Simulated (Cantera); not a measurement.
A diamond (100) surface in a fixed gas of H2 with x(CH4) = 0.0048, x(H) = 0.0002, at 1175 K, 0.200 bar; coverages are run to steady state.

Detailed kinetics in Cantera: the Harris–Goodwin 1993 mechanism for the reconstructed diamond (100) surface.

θ: site fractions in the mechanism's names (c6HH fully hydrogenated, c6H* and c6*H radical sites, c6** diradical, c6HM methylated).

| x(CH3) | growth (µm/h) | θ c6HH | θ c6H* | θ c6*H | θ c6** | θ c6HM |
|---|---|---|---|---|---|---|
| 1e-06 | 0.0155 | 0.547 | 0.0306 | 0.412 | 0.00987 | 8.21e-5 |
| 2.7e-06 | 0.0418 | 0.547 | 0.0306 | 0.412 | 0.00986 | 0.000222 |
| 7.2e-06 | 0.111 | 0.547 | 0.0306 | 0.411 | 0.00983 | 0.000590 |
| 1.9e-05 | … | 0.546 | 0.0305 | 0.411 | 0.00976 | … |
| 5.2e-05 | 0.790 | 0.544 | 0.0304 | 0.409 | 0.00955 | 0.00422 |
| 0.00014 | 2.06 | 0.537 | 0.0300 | 0.403 | 0.00903 | 0.0111 |
| 0.00037 | 5.05 | 0.522 | 0.0290 | 0.390 | 0.00789 | 0.0278 |
| 0.001 | … | 0.487 | 0.0269 | 0.361 | … | … |
| 0.0027 | 23.1 | 0.420 | 0.0227 | 0.306 | 0.00312 | 0.144 |

Question: What belongs in the gaps?

Answer: 
- 1.9e-05, growth (µm/h): 0.292
- 1.9e-05, θ c6HM: 0.00155
- 0.001, growth (µm/h): 11.6
- 0.001, θ c6**: 0.00576
- 0.001, θ c6HM: 0.0669
